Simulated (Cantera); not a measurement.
## Thermodynamics of hydrogen reduction and annealing atmospheres, feed Nb2O5 + H2 + H2O

A closed system holds: 1 mol Nb2O5, 11 mol H2, 0.13 mol H2O, held at 0.0100 bar.

These are equilibrium values from Cantera (NASA tables, ideal gas, pure condensed phases), not measurements of a reactor. Candidate condensed phases: H2O, Nb, NbO, NbO2, Nb2O5; 12 gas species. Mutual solubility and eutectic melting of coexisting phases are not modelled. Condensed phases not in the tables: the oxides between NbO2 and Nb2O5. Rates play no part.

| T (K) | x H2 | x H2O | x H | x OH | x NbO2 | n NbO2(s) | n Nb2O5(s) |
|---|---|---|---|---|---|---|---|
| 1500 | 0.914 | 0.0863 | 0.000168 | 4.54e-7 | 6.15e-9 | 1.66 | 0.170 |
| 1525 | 0.906 | 0.0942 | 0.000225 | 7.27e-7 | 1.29e-8 | 1.84 | 0.0812 |
| 1550 | 0.898 | 0.102 | 0.000298 | 1.13e-6 | 2.62e-8 | 2.00 | 0 |
| 1575 | 0.898 | 0.102 | 0.000394 | 1.62e-6 | 5.23e-8 | 2.00 | 0 |
| 1600 | 0.898 | 0.101 | 0.000515 | 2.28e-6 | 1.02e-7 | 2.00 | 0 |
| 1625 | 0.898 | 0.101 | 0.000669 | 3.18e-6 | 1.94e-7 | 2.00 | 0 |
| 1650 | 0.898 | 0.101 | 0.000861 | 4.40e-6 | 3.63e-7 | 2.00 | 0 |
| 1675 | 0.897 | 0.101 | 0.00110 | 6.02e-6 | 6.66e-7 | 2.00 | 0 |
| 1700 | 0.897 | 0.101 | 0.00140 | 8.15e-6 | 1.20e-6 | 2.00 | 0 |
| 1725 | 0.897 | 0.101 | 0.00176 | 1.10e-5 | 2.12e-6 | 2.00 | 0 |
| 1750 | 0.896 | 0.101 | 0.00220 | 1.46e-5 | 3.68e-6 | 2.00 | 0 |
x: gas mole fraction; n: condensed amount in mol.

From 1500 K to 1525 K the condensed part is NbO2(s) + Nb2O5(s). From 1550 K to 1750 K the condensed part is NbO2(s).
